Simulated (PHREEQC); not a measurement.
Solution (73 °C): 14 mmol/kgw NaF. Closed to the air; pH follows from the charge balance.

Model: ion-association model, phreeqc.dat, run in PHREEQC.

No solid was allowed to form.

Task: Predict the pH, specific conductance.

Result: pH 7.19; specific conductance 3060 µS/cm.

At this temperature some constants are extrapolated from 25 °C, and those without enthalpy data are left unchanged.
